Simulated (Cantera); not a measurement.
# Silicon nitride deposition: SiCl4 + NH3

Charge: 1 mol SiCl4, a varied amount of NH3, at 1300 K and 1.05 Torr.

Equilibrium computed with Cantera from the NASA thermochemical tables; the gas is ideal and each condensed phase is pure. Candidate condensed phases: NH4Cl, Si, Si3N4; 28 gas species. The tables' values for SiCl3 are old estimates; treat these amounts as uncertain. The numbers say what is thermodynamically allowed, not how fast it happens.

From 2.3 mol NH3 to 18 mol NH3 the condensed part is Si3N4(s). The main Si-bearing gas is SiCl2 throughout. The share of Si in condensed phases is highest at 18 mol NH3 (97.6 %) and lowest at 2.3 mol NH3 (58.3 %).

```json
[
 {"n(NH3) (mol)": "2.3", "log p H2": "-3.33", "log p HCl": "-3.18", "log p N2": "-3.75", "log p SiCl2": "-4.32", "log p SiCl4": "-4.50", "log p SiCl3": "-4.80", "n Si3N4(s)": "0.194"},
 {"n(NH3) (mol)": "3.2", "log p H2": "-3.25", "log p HCl": "-3.24", "log p N2": "-3.70", "log p SiCl2": "-4.54", "log p SiCl4": "-4.90", "log p SiCl3": "-5.10", "n Si3N4(s)": "0.240"},
 {"n(NH3) (mol)": "4.6", "log p H2": "-3.17", "log p HCl": "-3.32", "log p N2": "-3.64", "log p SiCl2": "-4.83", "log p SiCl4": "-5.44", "log p SiCl3": "-5.52", "n Si3N4(s)": "0.278"},
 {"n(NH3) (mol)": "6.4", "log p H2": "-3.12", "log p HCl": "-3.43", "log p N2": "-3.59", "log p SiCl2": "-5.12", "log p SiCl4": "-6.00", "log p SiCl3": "-5.95", "n Si3N4(s)": "0.300"},
 {"n(NH3) (mol)": "9", "log p H2": "-3.08", "log p HCl": "-3.55", "log p N2": "-3.55", "log p SiCl2": "-5.44", "log p SiCl4": "-6.60", "log p SiCl3": "-6.41", "n Si3N4(s)": "0.313"},
 {"n(NH3) (mol)": "13", "log p H2": "-3.05", "log p HCl": "-3.70", "log p N2": "-3.52", "log p SiCl2": "-5.78", "log p SiCl4": "-7.26", "log p SiCl3": "-6.90", "n Si3N4(s)": "0.321"},
 {"n(NH3) (mol)": "18", "log p H2": "-3.03", "log p HCl": "-3.83", "log p N2": "-3.50", "log p SiCl2": "-6.07", "log p SiCl4": "-7.84", "log p SiCl3": "-7.34", "n Si3N4(s)": "0.325"}
]
```
log p: log10 of the partial pressure in bar; n: condensed amount in mol.
